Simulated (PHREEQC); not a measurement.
Dissolve 0.076 mol/kgw CuSO4, 0.0053 mol/kgw HCl and 0.22 mol/kgw NaCl at 25 °C. Closed to the air; pH follows from the charge balance.

Computed with PHREEQC (ion-association model, phreeqc.dat).

Each row changes one thing in this solution. Precipitation was switched off in this run.

```json
[
 {"case": "as made", "pH": "2.68", "ionic strength (mol/kgw)": "0.402", "Na+ (mol/kgw)": "0.210", "Cu+2 (mol/kgw)": "0.0468", "SO4-2 (mol/kgw)": "0.0417", "CuSO4 (mol/kgw)": "0.0216", "SI of Halite (NaCl)": "-3.23"},
 {"case": "diluted 100-fold with water", "pH": "4.33", "ionic strength (mol/kgw)": "0.00505", "Na+ (mol/kgw)": "0.00219", "Cu+2 (mol/kgw)": "0.000702", "SO4-2 (mol/kgw)": "0.000697", "CuSO4 (mol/kgw)": "5.51e-5", "SI of Halite (NaCl)": "-6.94"},
 {"case": "diluted 2-fold with water", "pH": "2.90", "ionic strength (mol/kgw)": "0.209", "Na+ (mol/kgw)": "0.106", "Cu+2 (mol/kgw)": "0.0251", "SO4-2 (mol/kgw)": "0.0230", "CuSO4 (mol/kgw)": "0.0104", "SI of Halite (NaCl)": "-3.78"},
 {"case": "temperature from 25 to 15 °C", "pH": "2.64", "ionic strength (mol/kgw)": "0.407", "Na+ (mol/kgw)": "0.210", "Cu+2 (mol/kgw)": "0.0491", "SO4-2 (mol/kgw)": "0.0420", "CuSO4 (mol/kgw)": "0.0219", "SI of Halite (NaCl)": "-3.21"},
 {"case": "CuSO4 from 0.076 to 0.0152 mol/kgw", "pH": "2.48", "ionic strength (mol/kgw)": "0.267", "Na+ (mol/kgw)": "0.217", "Cu+2 (mol/kgw)": "0.0114", "SO4-2 (mol/kgw)": "0.00965", "CuSO4 (mol/kgw)": "0.00166", "SI of Halite (NaCl)": "-3.18"},
 {"case": "CuSO4 from 0.076 to 0.0684 mol/kgw", "pH": "2.66", "ionic strength (mol/kgw)": "0.387", "Na+ (mol/kgw)": "0.211", "Cu+2 (mol/kgw)": "0.0428", "SO4-2 (mol/kgw)": "0.0380", "CuSO4 (mol/kgw)": "0.0186", "SI of Halite (NaCl)": "-3.22"}
]
```

Complexes and solids missing from the database can't appear.
